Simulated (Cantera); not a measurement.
Feed: 1 mol Si3N4, 0.38 mol O2, 6.1 mol N2, equilibrated at 10.0 mbar.

Cantera equilibrium calculation (NASA polynomials, part measured and part estimated; ideal gas, pure solids and liquids). Candidate condensed phases: Si, SiO2, Si2N2O, Si3N4; 16 gas species. The tables' values for SiN are old estimates; treat these amounts as uncertain. The numbers say what is thermodynamically allowed, not how fast it happens. All values below are at 1602 °C.

Base state: N2 0.913, SiO 0.0857, Si 0.000906, Si2N 4.60e-5, SiN 3.10e-5 (mole fractions); condensed: Si(l).

Question: What changes in the equilibrium state with this change: pressure from 10.0 mbar to 1.20 mbar?

Answer: 
```
species       before    after
----------  --------  -------
N2             0.913    0.907
SiO           0.0857   0.0851
Si          0.000906  0.00755
Si3          1.55e-6  1.29e-5
Si2          6.80e-6  5.67e-5
SiN          3.10e-5  8.92e-5
Si(l), mol      2.23     2.17
```
